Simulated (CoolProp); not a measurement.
Vapour-liquid equilibrium of hydrogen sulfide (1) + isobutane (2) at 0.167 MPa; x and y are mole fractions of (1).

Values from CoolProp's multi-fluid Helmholtz-energy mixture model, Lemmon 2006 and Bücker 2006; pair parameters Kunz 2012.

**Question.** Give the bubble temperature and the first vapour's composition at x = 0.2, 0.425, 0.65. Is there an azeotrope?

**Answer.** x = 0.2: 242.4 K, y = 0.771; x = 0.425: 231.0 K, y = 0.894; x = 0.65: 227.3 K, y = 0.928. No azeotrope shows between x = 0.05 and 0.95.

The pair parameters rest on a limited set of measurements; away from them the model extrapolates.
